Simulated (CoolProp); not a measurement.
A single-stage vapour-compression cycle with chlorine: evaporating at 201.15 K (dew point), condensing at 239.15 K (bubble point), superheat 0 K, subcooling 2 K, compressor efficiency 0.85, no pressure losses. Each further row changes one setting.

The numbers come from the reference Helmholtz-energy equation of state, Thol 2021 in CoolProp.

| case | cooling COP | pressure ratio | discharge temperature (K) | refrigerating effect (kJ/kg) | volumetric capacity (kJ/m³) |
|---|---|---|---|---|---|
| as stated | 3.72 | 7.67 | 358.1 | 274 | 154 |
| evaporating temperature 206.15 K | 4.53 | 5.59 | 336.7 | 276 | 208 |
| condensing temperature 234.15 K | 4.38 | 6.12 | 337.3 | 278 | 156 |
| subcooling 7 K | 3.78 | 7.67 | 358.1 | 278 | 156 |
| superheat 10 K | 3.61 | 7.67 | 374.3 | 278 | 149 |
| compressor efficiency 0.75 | 3.28 | 7.67 | 377.8 | 274 | 154 |
